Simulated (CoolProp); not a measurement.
Properties of n-decane at several states.

The numbers come from the reference Helmholtz-energy equation of state, Lemmon 2006 in CoolProp. It is a short technical equation, of lower accuracy than the large ones.

```json
[
 {"T (K)": "435.5", "p (bar)": "14.7", "phase": "liquid", "Joule-Thomson coefficient (K/MPa)": "?", "expansivity (1/kK)": "?"},
 {"T (K)": "372.1", "p (bar)": "0.606", "phase": "liquid", "Joule-Thomson coefficient (K/MPa)": "-0.3307", "expansivity (1/kK)": "?"},
 {"T (K)": "573.2", "p (bar)": "15.9", "phase": "liquid", "Joule-Thomson coefficient (K/MPa)": "?", "expansivity (1/kK)": "?"}
]
```

Task: Fill in the missing entries.

Result: 
- 435.5, Joule-Thomson coefficient (K/MPa): -0.2257
- 435.5, expansivity (1/kK): 1.415
- 372.1, expansivity (1/kK): 1.210
- 573.2, Joule-Thomson coefficient (K/MPa): 0.9146
- 573.2, expansivity (1/kK): 4.302
